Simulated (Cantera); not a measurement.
An isothermal, constant-pressure homogeneous reactor starts with 67.6 % NH3, 32.4 % N2, at 2125 K and 420 Torr.

Computed with Cantera and the gas-phase N/H chemistry of the illustrative SiF4/NH3 mechanism in the Surface Chemkin manual (1991). Walls and surfaces, which speed up NH3 decomposition in real reactors, are not modelled.

x: mole fraction; the columns are a selection and need not sum to one.

```tsv
t (s)	x NH3	x NH	x H	x NH2	x N	x N2H2
0.000300	0.662	1.97e-5	1.49e-5	0.00215	(withheld)	9.19e-6
0.00111	0.624	2.41e-5	4.80e-5	0.00190	(withheld)	8.27e-6
0.00413	0.508	2.83e-5	0.000148	0.00150	(withheld)	6.00e-6
0.0153	0.263	2.60e-5	0.000427	0.000916	(withheld)	2.50e-6
0.0569	0.0383	1.42e-5	0.00121	0.000247	(withheld)	2.71e-7
0.211	0.000344	1.12e-6	0.00374	6.48e-6	(withheld)	4.30e-10
0.783	4.30e-5	1.43e-7	0.00379	8.21e-7	(withheld)	7.75e-12
2.91	1.03e-5	3.44e-8	0.00379	1.97e-7	(withheld)	1.20e-12
10.8	3.50e-6	1.16e-8	0.00379	6.67e-8	(withheld)	<1e-12
40.0	2.71e-6	9.03e-9	0.00379	5.17e-8	(withheld)	<1e-12
```

Some entries are withheld; supply them.


- 0.000300, x N: 1.71e-7
- 0.00111, x N: 5.80e-7
- 0.00413, x N: 1.33e-6
- 0.0153, x N: 1.92e-6
- 0.0569, x N: 2.14e-6
- 0.211, x N: 5.03e-7
- 0.783, x N: 6.54e-8
- 2.91, x N: 1.57e-8
- 10.8, x N: 5.32e-9
- 40.0, x N: 4.12e-9
